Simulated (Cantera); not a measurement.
Input: 1 mol Cr, 13 mol H₂O, 2.3 mol N₂, held at 2175 K and 0.100 bar.

Method: chemical equilibrium by Gibbs-energy minimisation in Cantera with the NASA 1993 tables (ideal gas, pure condensed phases). Candidate condensed phases: Cr, CrN, Cr₂N, Cr₂O₃, H₂O; 29 gas species. Rates play no part.

Base state: H₂O 0.741, N₂ 0.149, H₂ 0.0990, OH 0.00488, H 0.00486, O₂ 0.000531, NO 0.000261, CrO₂ 0.000235 (mole fractions); condensed: Cr₂O₃(s).

Problem. What changes in the equilibrium state with this change: temperature from 2175 K to 1775 K?

Solution. 
| species | before | after |
|---|---|---|
| H₂O | 0.741 | 0.751 |
| N₂ | 0.149 | 0.150 |
| H₂ | 0.0990 | 0.0979 |
| OH | 0.00488 | 0.000137 |
| H | 0.00486 | 0.000286 |
| CrO₂ | 0.000235 | 1.56e-7 |
| CrO | 9.18e-5 | 5.19e-8 |
| Cr | 1.52e-5 | 1.34e-8 |
| O | 0.000168 | 3.12e-7 |
| O₂ | 0.000531 | 1.06e-6 |
| NO | 0.000261 | 3.75e-6 |
| Cr₂O₃(s), mol | 0.497 | 0.500 |
